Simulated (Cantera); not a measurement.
A closed system holds: 1 mol H₂S, 0.036 mol O₂, at 2877 °C and 350000 Pa.

Method: chemical equilibrium by Gibbs-energy minimisation in Cantera with the NASA 1993 tables (ideal gas, pure condensed phases). Candidate condensed phases: H₂O, H₂SO₄, S; 19 gas species. Rates play no part.

Base state: H₂ 0.459, S₂ 0.186, SH 0.104, H 0.0887, S 0.0885, H₂S 0.0301, H₂O 0.0249, SO 0.0157 (mole fractions); condensed: gas only.

Task: What changes in the equilibrium state with this change: O₂ from 0.036 to 0.2 mol?

Result: 
| species | before | after |
|---|---|---|
| H₂ | 0.459 | 0.366 |
| S₂ | 0.186 | 0.151 |
| H₂O | 0.0249 | 0.111 |
| SO | 0.0157 | 0.0792 |
| SO₂ | 0.000554 | 0.0157 |
| H₂S | 0.0301 | 0.0216 |
| SH | 0.104 | 0.0839 |
| H | 0.0887 | 0.0792 |
| S | 0.0885 | 0.0798 |
| O₂ | 4.41e-6 | 0.000139 |
| O | 0.000208 | 0.00116 |
| OH | 0.00178 | 0.00894 |
